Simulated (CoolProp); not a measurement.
Saturation properties of ethylene (Tc = 9.2 °C, pc = 5042 kPa, ω = 0.087).

Values from CoolProp's reference Helmholtz-energy equation of state, Smukala 2000.

```json
[
 {"T (°C)": "-85.05", "p (kPa)": "270.6", "liquid density (kg/m³)": "540.0", "liquid cp (kJ/(kg K))": "2.469"},
 {"T (°C)": "-75.05", "p (kPa)": "421.0", "liquid density (kg/m³)": "524.3", "liquid cp (kJ/(kg K))": "2.517"},
 {"T (°C)": "-64.95", "p (kPa)": "628.6", "liquid density (kg/m³)": "507.6", "liquid cp (kJ/(kg K))": "2.586"},
 {"T (°C)": "-54.95", "p (kPa)": "900.0", "liquid density (kg/m³)": "490.0", "liquid cp (kJ/(kg K))": "2.680"},
 {"T (°C)": "-44.85", "p (kPa)": "1252", "liquid density (kg/m³)": "470.8", "liquid cp (kJ/(kg K))": "2.812"},
 {"T (°C)": "-34.85", "p (kPa)": "1689", "liquid density (kg/m³)": "449.9", "liquid cp (kJ/(kg K))": "3.002"},
 {"T (°C)": "-24.85", "p (kPa)": "2227", "liquid density (kg/m³)": "426.4", "liquid cp (kJ/(kg K))": "3.296"},
 {"T (°C)": "-14.75", "p (kPa)": "2887", "liquid density (kg/m³)": "398.4", "liquid cp (kJ/(kg K))": "3.822"},
 {"T (°C)": "-4.75", "p (kPa)": "3673", "liquid density (kg/m³)": "363.3", "liquid cp (kJ/(kg K))": "5.038"}
]
```

It boils at -103.8 °C under 1 atm.
